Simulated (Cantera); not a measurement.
Feed: 1 mol Nb, 2.4 mol O2, 31 mol H2, equilibrated at 2500 °C and 1.30 Pa.

Equilibrium computed with Cantera from the NASA thermochemical tables; the gas is ideal and each condensed phase is pure. Candidate condensed phases: H2O, Nb, NbO, NbO2, Nb2O5; 12 gas species. Equilibrium is a limit: real reactors are often held back by kinetics, nucleation or transport.

Base state: H 0.928, O 0.0551, NbO 0.0130, H2 0.00202, NbO2 0.00191, OH 0.000190, Nb 0.000138, O2 1.66e-5 (mole fractions); condensed: gas only.

**Question.** What changes in the equilibrium state with this change: pressure from 1.30 Pa to 44.0 Pa?

**Answer.** 
```csv
species,before,after
H,0.928,0.875
H2,0.00202,0.0608
O,0.0551,0.0422
NbO2,0.00191,0.0128
NbO,0.0130,0.00336
H2O,1.51e-6,0.00118
Nb,0.000138,1.38e-6
OH,0.000190,0.00465
O2,1.66e-5,0.000329
```

**Question.** What changes in the equilibrium state with this change: temperature from 2500 °C to 1650 °C?

**Answer.** 
```tsv
species	before	after
H2	0.00202	0.679
H	0.928	0.215
H2O	1.51e-6	0.0754
NbO	0.0130	7.98e-5
O	0.0551	0.000489
NbO2	0.00191	0.0278
Nb	0.000138	<1e-9
OH	0.000190	0.00206
```

**Question.** What changes in the equilibrium state with this change: H2 from 31 to 8.8 mol?

**Answer.** 
| species | before | after |
|---|---|---|
| H | 0.928 | 0.794 |
| O | 0.0551 | 0.158 |
| NbO | 0.0130 | 0.0318 |
| NbO2 | 0.00191 | 0.0134 |
| O2 | 1.66e-5 | 0.000137 |
| OH | 0.000190 | 0.000468 |
| H2 | 0.00202 | 0.00148 |
